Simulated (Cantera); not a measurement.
## Thermodynamics of thermal oxidation and active oxidation of silicon, feed Si + N2O + N2

Input: 1 mol Si, a varied amount of N2O, 25 mol N2, held at 725 °C and 100000 Pa.

Equilibrium computed with Cantera from the NASA thermochemical tables; the gas is ideal and each condensed phase is pure. Candidate condensed phases: Si, SiO2, Si2N2O, Si3N4; 16 gas species. Rates play no part.

```
n(N2O) (mol)  x N2  n Si2N2O(s)  n Si3N4(s)  n SiO2(β-quartz)
------------  ----  -----------  ----------  ----------------
0.15          1.00        0.150       0.233                 0
0.24          1.00        0.240       0.173                 0
0.34          1.00        0.340       0.107                 0
0.43          1.00        0.430      0.0467                 0
0.53          1.00        0.490           0            0.0200
0.62          1.00        0.460           0            0.0800
0.72          1.00        0.427           0             0.147
0.81          1.00        0.397           0             0.207
0.91          1.00        0.363           0             0.273
1             1.00        0.333           0             0.333
1.1           1.00        0.300           0             0.400
1.2           1.00        0.267           0             0.467
```
x: gas mole fraction; n: condensed amount in mol.

From 0.15 mol N2O to 0.43 mol N2O the condensed part is Si2N2O(s) + Si3N4(s). From 0.53 mol N2O to 1.2 mol N2O the condensed part is SiO2(β-quartz) + Si2N2O(s).
